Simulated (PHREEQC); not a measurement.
Dissolve 0.011 mol MnSO4 and 0.25 mol CuCl2 per kg of water at 25 °C. Closed to the air; pH follows from the charge balance.

Computed with PHREEQC (ion-association model, phreeqc.dat).

This is a speciation only: nothing precipitates in the calculation.

Task: Order these S species by the share of S that they hold, largest first: CuSO4, SO4-2, MnSO4.

Result: CuSO4 (57 %), SO4-2 (40 %), MnSO4 (2.0 %)

Task: Order these Cl species by the share of Cl that they hold, largest first: CuCl+, Cl-, MnCl+, CuCl2.

Result: Cl- (87 %), CuCl+ (10 %), CuCl2 (1.7 %), MnCl+ (0.59 %)

The pH is 4.13 and the ionic strength 0.646 mol/kgw. Complexes and solids missing from the database can't appear.
